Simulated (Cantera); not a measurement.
# Stirred combustor or abatement burner

A perfectly stirred reactor is fed with H₂ : O₂ : N₂ : NO = 1 : 0.333 : 1.25 : 0.005 (molar parts), at 620000 Pa; it is adiabatic with a 398 K inlet, and is followed from long to short residence time, starting on the burning branch (τ in s: 0.16, 0.074, 0.035, 0.016, 0.0076, 0.0036, 0.0017, 0.00078, 0.00036, 0.00017, 8e-05, 3.7e-05).

Computed with Cantera and GRI-Mech 3.0 (53 species, 325 reactions). The hydrogen kinetics of GRI-Mech 3.0 are dated; newer H2 mechanisms differ, most at raised pressure. The mechanism lacks 2 NO + O2 → 2 NO2 and HONO, so NO2 and the effect of NO are under-described below about 1400 K.

| τ (s) | T (K) | x H₂ | x O₂ | x NO | x NO₂ | x N₂ | x HO₂ |
|---|---|---|---|---|---|---|---|
| 0.16 | 2346 | 0.145 | 8.86e-6 | 0.000137 | 1.77e-9 | 0.555 | 1.09e-8 |
| 0.074 | 2345 | 0.145 | 1.32e-5 | 0.000184 | 2.41e-9 | 0.555 | 1.35e-8 |
| 0.035 | 2344 | 0.145 | 2.15e-5 | 0.000250 | 3.36e-9 | 0.555 | 1.89e-8 |
| 0.016 | 2341 | 0.145 | 3.79e-5 | 0.000345 | 4.87e-9 | 0.555 | 3.12e-8 |
| 0.0076 | 2336 | 0.145 | 6.52e-5 | 0.000461 | 7.04e-9 | 0.555 | 5.66e-8 |
| 0.0036 | 2329 | 0.145 | 0.000110 | 0.000605 | 1.03e-8 | 0.554 | 1.12e-7 |
| 0.0017 | 2318 | 0.145 | 0.000181 | 0.000777 | 1.53e-8 | 0.554 | 2.32e-7 |
| 0.00078 | 2301 | 0.145 | 0.000299 | 0.000991 | 2.34e-8 | 0.553 | 5.00e-7 |
| 0.00036 | 2276 | 0.144 | 0.000491 | 0.00124 | 3.60e-8 | 0.552 | 1.04e-6 |
| 0.00017 | 2244 | 0.144 | 0.000800 | 0.00149 | 5.43e-8 | 0.550 | 2.02e-6 |
| 8.0e-5 | 2198 | 0.143 | 0.00132 | 0.00173 | 8.04e-8 | 0.548 | 3.77e-6 |
| 3.7e-5 | 2135 | 0.142 | 0.00220 | 0.00191 | 1.16e-7 | 0.545 | 6.92e-6 |
x: mole fraction; the columns are a selection and need not sum to one.
